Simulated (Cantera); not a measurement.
Input (Python, Cantera):

```python
import numpy as np
import cantera as ct

gas = ct.Solution("gri30.yaml")
gas.TPX = 1075, 13332, {'C2H6': 1, 'H2': 58}
reactor = ct.IdealGasConstPressureReactor(gas, energy="off", clone=False)
net = ct.ReactorNet([reactor])
net.rtol, net.atol = 1e-08, 1e-18
show = ['C2H6', 'H2', 'CH2', 'C2H2', 'C2H4', 'H']
times = np.geomspace(5e-05, 8, 15)

steps = ct.SolutionArray(gas, extra=["t"])
rows = []
print(f"{'t/s':>10s}{'T/K':>9s}{'P/Pa':>11s}" + "".join(f"{s:>11s}" for s in show))
for t in times:
    while net.time < t:
        t_next = net.step()
        steps.append(gas.state, t=t_next)
    rows.append([np.interp(t, steps.t, y) for y in (steps.T, steps.P, *steps(*show).X.T)])
    print(f"{t:10.3e}{rows[-1][0]:9.1f}{rows[-1][1]:11.4g}" + "".join(f"{x:11.3e}" for x in rows[-1][2:]))
rate = np.gradient(steps.T, steps.t)
print("integrator steps:", len(steps.t))
if steps.T.max() > steps.T[0] + 200:
    print(f"time of steepest temperature rise: {steps.t[rate.argmax()]:.4e} s")
gas.TPX = 1075, 13332, {'C2H6': 1, 'H2': 58}
gas.equilibrate("TP")
print(f"equilibrium (TP): T = {gas.T:.1f} K  " + "  ".join(f"{s} {gas[s].X[0]:.3e}" for s in show))
```

It prints:

```
       t/s      T/K       P/Pa       C2H6         H2        CH2       C2H2       C2H4          H
 5.000e-05   1075.0  1.333e+04  1.695e-02  9.831e-01  1.091e-17  1.220e-18  5.782e-10  5.043e-09
 1.177e-04   1075.0  1.333e+04  1.695e-02  9.831e-01  5.597e-17  6.200e-17  7.862e-09  1.267e-08
 2.770e-04   1075.0  1.333e+04  1.695e-02  9.831e-01  1.550e-16  2.477e-15  7.144e-08  2.893e-08
 6.518e-04   1075.0  1.333e+04  1.695e-02  9.831e-01  3.723e-16  8.308e-14  4.934e-07  6.679e-08
 1.534e-03   1075.0  1.333e+04  1.695e-02  9.831e-01  9.618e-16  2.592e-12  2.991e-06  1.556e-07
 3.611e-03   1075.0  1.333e+04  1.693e-02  9.830e-01  3.389e-15  7.884e-11  1.708e-05  3.622e-07
 8.498e-03   1075.0  1.333e+04  1.685e-02  9.830e-01  2.085e-14  2.312e-09  9.337e-05  8.186e-07
 2.000e-02   1075.0  1.333e+04  1.645e-02  9.830e-01  1.298e-13  5.759e-08  4.608e-04  1.602e-06
 4.707e-02   1075.0  1.333e+04  1.505e-02  9.829e-01  2.869e-13  8.698e-07  1.724e-03  2.146e-06
 1.108e-01   1075.0  1.333e+04  1.199e-02  9.827e-01  2.638e-13  6.836e-06  4.459e-03  2.169e-06
 2.607e-01   1075.0  1.333e+04  7.344e-03  9.823e-01  1.876e-13  3.500e-05  8.559e-03  2.051e-06
 6.137e-01   1075.0  1.333e+04  3.157e-03  9.819e-01  1.071e-13  1.232e-04  1.208e-02  1.733e-06
 1.444e+00   1075.0  1.333e+04  1.521e-03  9.814e-01  6.827e-14  2.939e-04  1.305e-02  1.379e-06
 3.399e+00   1075.0  1.333e+04  1.256e-03  9.808e-01  7.213e-14  5.359e-04  1.241e-02  1.281e-06
 8.000e+00   1075.0  1.333e+04  1.116e-03  9.794e-01  8.999e-14  7.370e-04  1.106e-02  1.215e-06
integrator steps: 691
equilibrium (TP): T = 1075.0 K  C2H6 3.880e-07  H2 9.661e-01  CH2 3.835e-16  C2H2 2.722e-07  C2H4 3.735e-06  H 3.976e-08
```

Model: GRI-Mech 3.0 (53 species, 325 reactions), integrated in Cantera. GRI-Mech 3.0 stops at C3 and has no aromatics, soot or wall deposition, so with more carbon than oxygen in the feed, carbon stays in small species such as C2H2 where larger ones or solid carbon would form.
